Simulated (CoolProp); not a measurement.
Aqueous ethylene glycol as a coolant, 5 % by mass, freezing at -1.6 °C, 1 atm.

Model: Melinder's fits for secondary coolants, in CoolProp.

```
T (°C)  viscosity (mPa s)  density (kg/m³)  Prandtl number  conductivity (W/(m K))
------  -----------------  ---------------  --------------  ----------------------
5.6                  1.69             1006            12.6                   0.553
11.8                 1.40              [?]             [?]                   0.563
18.1                 1.18              [?]            8.48                   0.573
24.3                  [?]              [?]            7.14                   0.582
30.6                  [?]             1001             [?]                     [?]
```

### Question
Fill in the missing entries.

### Answer

- 11.8, density (kg/m³): 1005
- 11.8, Prandtl number: 10.3
- 18.1, density (kg/m³): 1004
- 24.3, viscosity (mPa s): 1.01
- 24.3, density (kg/m³): 1003
- 30.6, viscosity (mPa s): 0.874
- 30.6, Prandtl number: 6.08
- 30.6, conductivity (W/(m K)): 0.591
